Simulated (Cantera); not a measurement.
# Fluorocarbon and chlorocarbon gases: CH₃Cl + HCl + H₂ + F₂

Input: 1 mol CH₃Cl, 0.012 mol HCl, 0.092 mol H₂, 0.15 mol F₂.

Equilibrium computed with Cantera from the NASA thermochemical tables; the gas is ideal and each condensed phase is pure. Candidate condensed phases: C, C₆H₆, C₇H₈, C₈H₁₈; 118 gas species. Equilibrium is a limit: real reactors are often held back by kinetics, nucleation or transport.

Q: Map the stable condensed phases over T = 873, 1073, 1273, 1473, 1673, 1873, 2073, 2273, 2473, 2673, 2873 K and P in Pa = 1, 3.6, 13, 46, 170, 600, 2200, 7700, 28000, 100000.

A: 
```
T in K \ P in Pa
              1    3.6     13     46    170    600   2200   7700  28000 100000
   2873       A      A      A      A      B      B      B      B      B      B
   2673       A      A      B      B      B      B      B      B      B      B
   2473       B      B      B      B      B      B      B      B      B      B
   2273       B      B      B      B      B      B      B      B      B      B
   2073       B      B      B      B      B      B      B      B      B      B
   1873       B      B      B      B      B      B      B      B      B      B
   1673       B      B      B      B      B      B      B      B      B      B
   1473       B      B      B      B      B      B      B      B      B      B
   1273       B      B      B      B      B      B      B      B      B      B
   1073       B      B      B      B      B      B      B      B      B      B
    873       B      B      B      B      B      B      B      B      B      B
```
A: gas only; B: C.
